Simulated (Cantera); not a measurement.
## Thermodynamics of silicon epitaxy and polysilicon growth, feed Si2H6 + Cl2 + N2

Feed: 1 mol Si2H6, 0.2 mol Cl2, 10 mol N2, equilibrated at 1427 °C and 1130 Torr.

Cantera equilibrium calculation (NASA polynomials, part measured and part estimated; ideal gas, pure solids and liquids). Candidate condensed phases: NH4Cl, Si, Si3N4; 28 gas species. The feed counts by its element totals alone. The tables' values for SiCl3 are old estimates; treat these amounts as uncertain. The numbers say what is thermodynamically allowed, not how fast it happens.

- x(N2): 0.730
- x(H2): 0.236
- x(HCl): 0.0332
- x(SiCl2): 0.000212
- x(H): 5.85e-5
- x(SiCl3): 1.43e-5
- x(Cl): 6.39e-6
- x(NH3): 5.35e-6
- x(SiHCl3): 2.60e-6
- n(Si3N4(s)): 0.666 mol
- gas amount: 11.87 mol
- log10 activity of Si(l) (absent): -1.90
